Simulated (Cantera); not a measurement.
Feed: 1 mol MgO, 10 mol F₂, equilibrated at 425 °C and 1.60 Pa.

Method: chemical equilibrium by Gibbs-energy minimisation in Cantera with the NASA 1993 tables (ideal gas, pure condensed phases). Candidate condensed phases: Mg, MgF₂, MgO; 14 gas species. The numbers say what is thermodynamically allowed, not how fast it happens.

Q: What is the equilibrium state?

A: 
```
Item                                  Value
--------------------------------  ---------
x(F₂)                                 0.671
x(F)                                  0.284
x(O₂)                                0.0452
n(MgF₂(s))                         1.00 mol
gas amount                        11.07 mol
log10 activity of Mg(s) (absent)     -69.97
```
